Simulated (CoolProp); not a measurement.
Vapour-liquid equilibrium of CH2F2 (R32) (1) + R125 (2) at 239.8 K; x and y are mole fractions of (1).

The numbers come from the multi-fluid Helmholtz-energy mixture model, Tillner-Roth 1997 and Lemmon 2005; pair parameters Lemmon 2004 in CoolProp.

```json
[
 {"x": "0.05", "bubble pressure (MPa)": "0.2017", "y at the bubble point": "[?]", "dew pressure at overall composition x (MPa)": "0.2009", "liquid density (mol/L)": "12.44"},
 {"x": "0.15", "bubble pressure (MPa)": "0.2082", "y at the bubble point": "0.187", "dew pressure at overall composition x (MPa)": "0.2062", "liquid density (mol/L)": "13.06"},
 {"x": "0.25", "bubble pressure (MPa)": "0.2145", "y at the bubble point": "[?]", "dew pressure at overall composition x (MPa)": "[?]", "liquid density (mol/L)": "13.73"},
 {"x": "0.35", "bubble pressure (MPa)": "0.2203", "y at the bubble point": "0.405", "dew pressure at overall composition x (MPa)": "0.2172", "liquid density (mol/L)": "14.47"},
 {"x": "0.45", "bubble pressure (MPa)": "0.2254", "y at the bubble point": "0.502", "dew pressure at overall composition x (MPa)": "0.2227", "liquid density (mol/L)": "15.29"},
 {"x": "0.55", "bubble pressure (MPa)": "[?]", "y at the bubble point": "0.594", "dew pressure at overall composition x (MPa)": "0.2278", "liquid density (mol/L)": "16.21"},
 {"x": "0.65", "bubble pressure (MPa)": "0.2335", "y at the bubble point": "0.681", "dew pressure at overall composition x (MPa)": "0.2323", "liquid density (mol/L)": "17.24"},
 {"x": "0.75", "bubble pressure (MPa)": "[?]", "y at the bubble point": "0.768", "dew pressure at overall composition x (MPa)": "0.2358", "liquid density (mol/L)": "18.43"},
 {"x": "0.85", "bubble pressure (MPa)": "0.2379", "y at the bubble point": "0.855", "dew pressure at overall composition x (MPa)": "0.2378", "liquid density (mol/L)": "19.80"},
 {"x": "0.95", "bubble pressure (MPa)": "0.2382", "y at the bubble point": "0.949", "dew pressure at overall composition x (MPa)": "0.2382", "liquid density (mol/L)": "21.40"}
]
```

Q: What belongs in the gaps?

A: 
- 0.05, y at the bubble point: 0.064
- 0.25, y at the bubble point: 0.300
- 0.25, dew pressure at overall composition x (MPa): 0.2117
- 0.55, bubble pressure (MPa): 0.2299
- 0.75, bubble pressure (MPa): 0.2363

y crosses x between x = 0.85 and 0.95: the model has an azeotrope there.

The pair parameters rest on a limited set of measurements; away from them the model extrapolates.
